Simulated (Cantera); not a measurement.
A closed system holds: 1 mol SiH₂Cl₂, 15 mol N₂, equilibrated at 798 K and 0.133 bar.

Cantera equilibrium calculation (NASA polynomials, part measured and part estimated; ideal gas, pure solids and liquids). Candidate condensed phases: NH₄Cl, Si, Si₃N₄; 28 gas species. N₂ is the only nitrogen source here; it is nearly inert below about 1500 K, so the nitride shown seldom forms there in practice. The numbers say what is thermodynamically allowed, not how fast it happens.

Base state: N₂ 0.891, HCl 0.0682, H₂ 0.0274, SiCl₄ 0.0137 (mole fractions); condensed: Si₃N₄(s).

**Question.** What changes in the equilibrium state with this change: 0.83 mol HCl added?

**Answer.** 
```json
[
 {"species": "N₂", "before": "0.891", "after": "0.853"},
 {"species": "HCl", "before": "0.0682", "after": "0.0881"},
 {"species": "H₂", "before": "0.0274", "after": "0.0389"},
 {"species": "SiCl₄", "before": "0.0137", "after": "0.0194"},
 {"species": "Si₃N₄(s), mol", "before": "0.259", "after": "0.223"}
]
```
